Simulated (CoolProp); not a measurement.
Model: reference Helmholtz-energy equation of state, Lemmon 2000, in CoolProp. It is a pseudo-pure fit of the blend.

Problem. For dry air, give the phase and the Joule-Thomson coefficient (K/MPa) at 783 K and 22.1 bar.

Solution. 
- 783 K and 22.1 bar: gas; Joule-Thomson coefficient -0.292
